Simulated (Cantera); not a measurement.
Input: 1 mol CS2, 0.018 mol SO2, 1.5 mol H2, equilibrated at 22.0 bar.

Method: chemical equilibrium by Gibbs-energy minimisation in Cantera with the NASA 1993 tables (ideal gas, pure condensed phases). Candidate condensed phases: C, C6H6, C7H8, C8H18, H2O, H2SO4, S; 123 gas species. The numbers say what is thermodynamically allowed, not how fast it happens.

Problem. At 1375 K, list the 7 most abundant gas species with their mole fractions, and the condensed phases.

Solution. H2S 0.667, CS2 0.165, H2 0.118, S2 0.0295, CO 0.0158, COS 0.00291, CH4 0.00151. Condensed: C(graphite).
